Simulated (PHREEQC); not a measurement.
## Copper plating or etch bath

Dissolve 71 mmol/kgw CuSO4 and 150 mmol/kgw HCl at 25 °C. Closed to the air; pH follows from the charge balance.

The numbers come from PHREEQC with the ion-association model, phreeqc.dat.

Precipitation was switched off in this run.

Estimate the pH, specific conductance, activity of water.

pH 1.08; specific conductance 43100 µS/cm; activity of water 0.994.

In which forms is Cu present?

Cu+2 75 %, CuSO4 17 %, CuCl+ 8.5 % of the Cu.

Complexes and solids missing from the database can't appear.
